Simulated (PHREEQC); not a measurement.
1 kg of water holding 0.29 mol/kgw NaCl and 0.38 mol/kgw Na2SO4 is evaporated at 30 °C; the solids stay in contact with the brine. CO2 from the air is kept out. Solids allowed: Halite, Mirabilite, Thenardite. Others were left out.

Model: Pitzer model, pitzer.dat, run in PHREEQC.

Task: Predict ionic strength at water left (kg) = 0.3082, 0.07809.

Result: 
| water left (kg) | ionic strength |
|---|---|
| 0.3082 | 4.64 |
| 0.07809 | 7.53 |

Species that the database lacks are ignored.
